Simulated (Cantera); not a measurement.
An isothermal, constant-pressure homogeneous reactor starts with H2 : O2 = 0.0087 : 1 (molar parts), at 1375 K and 1.13 Torr.

Detailed kinetics in Cantera: the H2/O2 subset of GRI-Mech 3.0, which has no nitrogen chemistry. Radical loss at walls, strong at low pressure, is not modelled.

x: mole fraction; the columns are a selection and need not sum to one.

```json
[
 {"t (s)": "0.000200", "x H2": "0.00862", "x O2": "0.991", "x OH": "1.20e-9", "x H": "1.98e-9", "x H2O": "3.31e-11"},
 {"t (s)": "0.000632", "x H2": "0.00862", "x O2": "0.991", "x OH": "7.16e-9", "x H": "3.33e-9", "x H2O": "6.92e-10"},
 {"t (s)": "0.00200", "x H2": "0.00862", "x O2": "0.991", "x OH": "3.38e-8", "x H": "5.92e-9", "x H2O": "…"},
 {"t (s)": "0.00632", "x H2": "0.00862", "x O2": "0.991", "x OH": "2.32e-7", "x H": "2.50e-8", "x H2O": "…"},
 {"t (s)": "0.0200", "x H2": "0.00860", "x O2": "0.991", "x OH": "1.46e-5", "x H": "1.42e-6", "x H2O": "…"},
 {"t (s)": "0.0632", "x H2": "0.000132", "x O2": "0.983", "x OH": "0.00136", "x H": "0.000278", "x H2O": "0.00767"},
 {"t (s)": "0.200", "x H2": "2.98e-5", "x O2": "0.983", "x OH": "0.00109", "x H": "0.000227", "x H2O": "0.00794"},
 {"t (s)": "0.632", "x H2": "2.94e-5", "x O2": "0.983", "x OH": "0.00108", "x H": "0.000223", "x H2O": "0.00794"},
 {"t (s)": "2.00", "x H2": "2.84e-5", "x O2": "0.983", "x OH": "0.00106", "x H": "0.000211", "x H2O": "0.00796"}
]
```

### Question
Complete the blanks.

### Answer

- 0.00200, x H2O: 1.10e-8
- 0.00632, x H2O: 1.97e-7
- 0.0200, x H2O: 1.89e-5
